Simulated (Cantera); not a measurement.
Cantera run:

```python
import numpy as np
import cantera as ct

gas_names = """
    C CH CH2 CH3 CH2OH CH3O CH4 CH3OH CO CO2 COOH C2 C2H CHCO,ketyl C2H2,acetylene C2H2,vinylidene
    CH2CO,ketene C2H3,vinyl CH3CO,acetyl C2H4 C2H4O,ethylen CH3CHO,ethanal CH3COOH (HCOOH)2 C2H5 C2H6
    CH3OCH3 C2H5OH C2O C3 C3H3,propargyl C3H4,allene C3H4,propyne C3H4,cyclo- C3H5,allyl C3H6,propylene
    C3H6,cyclo- C3H6O C3H7,n-propyl C3H7,i-propyl C3H8 C3H8O,1propanol C3H8O,2propanol C3O2 C4 C4H2
    C4H4,1,3-cyclo- C4H6,butadiene C4H6,2-butyne C4H6,cyclo- C4H8,1-butene C4H8,cis2-buten
    C4H8,tr2-butene C4H8,isobutene C4H8,cyclo- (CH3COOH)2 C4H9,n-butyl C4H9,i-butyl C4H9,s-butyl
    C4H9,t-butyl C4H10,isobutane C4H10,n-butane C5 C5H6,1,3cyclo- C5H8,cyclo- C5H10,1-pentene
    C5H10,cyclo- C5H11,pentyl C5H11,t-pentyl C5H12,n-pentane C5H12,i-pentane CH3C(CH3)2CH3 C6H2
    C6H5,phenyl C6H5O,phenoxy C6H6 C6H5OH,phenol C6H10,cyclo- C6H12,1-hexene C6H12,cyclo- C6H13,n-hexyl
    C7H7,benzyl C7H8 C7H8O,cresol C7H14,1-heptene C7H15,n-heptyl C7H16,n-heptane C8H8,styrene
    C8H10,ethylbenz C8H16,1-octene C8H17,n-octyl C8H18,isooctane C8H18,n-octane C9H19,n-nonyl
    C10H8,naphthale C10H21,n-decyl C12H9,o-bipheny C12H10,bipheny H HCO HO2 H2 HCHO,formaldehy HCOOH H2O
    H2O2 O OH O2 O3
""".split()
cond_names = """
    C(gr) C6H6(L) C7H8(L) C8H18(L),n-octa H2O(s) H2O(L)
""".split()


def load(file, names, dense=False):
    # The tables refer to 1 bar. Condensed volumes are neglected.
    table = {s.name: s for s in ct.Species.list_from_file(file)}
    out = []
    for n in names:
        d = dict(table[n].input_data)
        d["thermo"] = dict(d["thermo"], **{"reference-pressure": 1e5})
        if dense:
            d["equation-of-state"] = {"model": "constant-volume", "density": "1e6 g/cm^3"}
        out.append(ct.Species.from_dict(d))
    return out


gas = ct.Solution(thermo="ideal-gas", species=load("nasa_gas.yaml", gas_names))
cond = {s.name: ct.Solution(thermo="fixed-stoichiometry", species=[s], name=s.name)
        for s in load("nasa_condensed.yaml", cond_names, dense=True)}
atoms = {
    'acetone': {'C': 3, 'H': 6, 'O': 1},
    'H2O': {'H': 2, 'O': 1},
    'H2': {'H': 2},
    'O2': {'O': 2},
}
top_T = {'C(gr)': 4500}  # K; cautious upper limits of use, not melting points


def equilibrate(T, P, feed):
    n = {}
    for name, mol in feed.items():
        for a, k in atoms[name].items():
            n[a] = n.get(a, 0.0) + k * mol
    gas.TPX = T, P, n
    mass = sum(n.values()) * gas.mean_molecular_weight
    gas.equilibrate("TP")
    valid = [c for c in cond.values() if c.min_temp <= T <= top_T.get(c.name, c.max_temp)]
    mix = ct.Mixture([(gas, mass / gas.mean_molecular_weight)] + [(c, 0.0) for c in valid])
    mix.T, mix.P = T, P
    mix.equilibrate("TP", solver="vcs", rtol=1e-11, max_steps=5000)
    return mix


results = []
feed = {'acetone': 1, 'H2O': 0.021, 'H2': 25, 'O2': 0.017}  # mol
P = 26  # Pa
for T in [1073, 1273, 1473, 1673, 1873, 2073, 2273, 2473, 2673, 2873]:
    mix = equilibrate(T, P, feed)
    results.append((T, P, feed, dict(zip(mix.species_names, mix.species_moles))))
    x = sorted(zip(gas.X, gas.species_names), reverse=True)
    print(f"T = {T:g} K  P = {P:g} Pa  gas = {mix.phase_moles(0):.4g} mol")
    print("   x: " + "  ".join(f"{s} {v:.3e}" for v, s in x if v > 0.0001))
    print("   condensed (mol): " + ("  ".join(f"{mix.phase(i).name} {mix.phase_moles(i):.4g}"
          for i in range(1, mix.n_phases) if mix.phase_moles(i) > 1e-12) or "none"))
```

Output:

```
T = 1073 K  P = 26 Pa  gas = 29.08 mol
   x: H2 9.637e-01  CO 3.628e-02
   condensed (mol): C(gr) 1.945
T = 1273 K  P = 26 Pa  gas = 29.08 mol
   x: H2 9.637e-01  CO 3.628e-02
   condensed (mol): C(gr) 1.945
T = 1473 K  P = 26 Pa  gas = 29.09 mol
   x: H2 9.630e-01  CO 3.627e-02  H 7.699e-04
   condensed (mol): C(gr) 1.945
T = 1673 K  P = 26 Pa  gas = 29.18 mol
   x: H2 9.569e-01  CO 3.616e-02  H 6.909e-03
   condensed (mol): C(gr) 1.942
T = 1873 K  P = 26 Pa  gas = 29.65 mol
   x: H2 9.256e-01  H 3.851e-02  CO 3.559e-02  C2H2,acetylene 2.889e-04
   condensed (mol): C(gr) 1.928
T = 2073 K  P = 26 Pa  gas = 31.39 mol
   x: H2 8.179e-01  H 1.475e-01  CO 3.361e-02  C2H2,acetylene 1.002e-03
   condensed (mol): C(gr) 1.882
T = 2273 K  P = 26 Pa  gas = 36.23 mol
   x: H2 5.739e-01  H 3.947e-01  CO 2.912e-02  C2H2,acetylene 2.164e-03
   condensed (mol): C(gr) 1.778
T = 2473 K  P = 26 Pa  gas = 45.19 mol
   x: H 7.090e-01  H2 2.628e-01  CO 2.335e-02  C2H2,acetylene 2.534e-03  C3 1.250e-03  C2H 4.633e-04  C 4.398e-04  C2 1.146e-04
   condensed (mol): C(gr) 1.471
T = 2673 K  P = 26 Pa  gas = 53.63 mol
   x: H 8.866e-01  H2 7.780e-02  CO 1.967e-02  C3 8.627e-03  C 4.229e-03  C2 1.149e-03  C2H 9.800e-04  C2H2,acetylene 8.509e-04
   condensed (mol): none
T = 2873 K  P = 26 Pa  gas = 57.12 mol
   x: H 9.391e-01  H2 2.076e-02  CO 1.847e-02  C 1.425e-02  C3 5.013e-03  C2 1.923e-03  C2H 3.763e-04
   condensed (mol): none
```

Cantera equilibrium calculation (NASA polynomials, part measured and part estimated; ideal gas, pure solids and liquids). The feed counts by its element totals alone.
